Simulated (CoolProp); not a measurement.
Values from CoolProp's reference Helmholtz-energy equation of state, Platzer 1990. This equation is an older, rougher fit.

Question: For CF4 (R14), give the phase and the cv (kJ/(kg K)), viscosity (µPa s), conductivity (mW/(m K)) at 138.95 °C and 1.5 MPa.

Answer: 
- 138.95 °C and 1.5 MPa: gas; cv 0.742, viscosity 23.0, conductivity 25.6

Viscosity comes from a separate model (Huber 2003), an estimate that may be off by 10 % or more. Thermal conductivity comes from a separate model (Huber 2003), an estimate that may be off by 10 % or more.
